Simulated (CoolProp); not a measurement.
Properties of neopentane at several states (Tc = 160.6 °C, pc = 31.96 bar, ω = 0.196).

Model: reference Helmholtz-energy equation of state, Lemmon 2006, in CoolProp. It is a short technical equation, of lower accuracy than the large ones.

```csv
T (°C),p (bar),phase,density (kg/m³),cv (kJ/(kg K)),speed of sound (m/s),Joule-Thomson coefficient (K/MPa)
8.65,2.91,liquid,602.4,1.649,934.8,-0.3793
113.55,190,liquid,531.4,2.104,729.4,-0.2111
67.95,0.69,gas,1.784,1.781,201.8,15.53
122.65,0.109,gas,0.2393,2.030,219.2,9.547
153.65,0.317,gas,0.6468,2.168,226.9,7.660
153.75,0.267,gas,0.5443,2.168,227.0,7.648
```
